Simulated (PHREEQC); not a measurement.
## Alkaline etch or developer: speciation

Dissolve 0.0063 mol/kgw NaOH at 25 °C. Closed to the air; pH follows from the charge balance.

All values are PHREEQC results (ion-association model, wateq4f.dat), not measurements.

Each row changes one thing in this solution. No solid was allowed to form.

| case | pH | ionic strength (mol/kgw) |
|---|---|---|
| as made | 11.76 | 0.00630 |
| NaOH from 0.0063 to 0.00126 mol/kgw | 11.08 | 0.00126 |
| diluted 5-fold with water | 11.08 | 0.00126 |
| temperature from 25 to 55 °C | 10.91 | 0.00630 |
| NaOH from 0.0063 to 0.00315 mol/kgw | 11.47 | 0.00315 |
| NaOH replaced by NaNO3 at the same molality | 7.00 | 0.00630 |
| NaOH replaced by NaI at the same molality | 7.00 | 0.00630 |
| NaOH replaced by NaHS at the same molality | 9.31 | 0.00630 |
| temperature from 25 to 85 °C | 10.28 | 0.00630 |

Complexes and solids missing from the database can't appear. At this temperature some constants are extrapolated from 25 °C, and those without enthalpy data are left unchanged. The polysulfide entries of wateq4f.dat were taken out for this run.
